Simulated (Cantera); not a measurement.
Equilibrium for boron, boron nitride and boron oxide: B₂H₆ + H₂

Input: 1 mol B₂H₆, 45 mol H₂, equilibrated at 1927 °C and 10.0 mbar.

Equilibrium computed with Cantera from the NASA thermochemical tables; the gas is ideal and each condensed phase is pure. Candidate condensed phases: B; 7 gas species. The feed counts by its element totals alone. The tables' values for BH₂ are old estimates; treat these amounts as uncertain. Kinetics and transport are ignored.

```
Quantity       Result
----------  ---------
x(H₂)           0.944
x(H)           0.0547
x(BH₂)        0.00125
x(B)         0.000274
x(BH)         3.12e-5
x(BH₃)        5.25e-6
n(B(s))      1.92 mol
gas amount  49.36 mol
```
